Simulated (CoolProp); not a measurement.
Aqueous potassium acetate as a coolant, 13 % by mass, freezing at -6.3 °C, 1 atm.

Values from CoolProp's Melinder's fits for secondary coolants.

```tsv
T (°C)	density (kg/m³)	viscosity (mPa s)	cp (kJ/(kg K))	conductivity (W/(m K))
-2.4	1071	2.65	3.698	___
2.4	1070	___	3.703	0.528
7.3	1069	1.93	3.709	0.536
12.1	1068	1.69	3.715	0.543
16.9	1066	1.49	3.720	0.550
21.8	1065	1.32	3.726	___
26.6	1063	1.19	___	0.564
31.4	1062	1.08	3.737	0.571
```

Task: What belongs in the gaps?

Result: 
- -2.4, conductivity (W/(m K)): 0.521
- 2.4, viscosity (mPa s): 2.25
- 21.8, conductivity (W/(m K)): 0.557
- 26.6, cp (kJ/(kg K)): 3.732
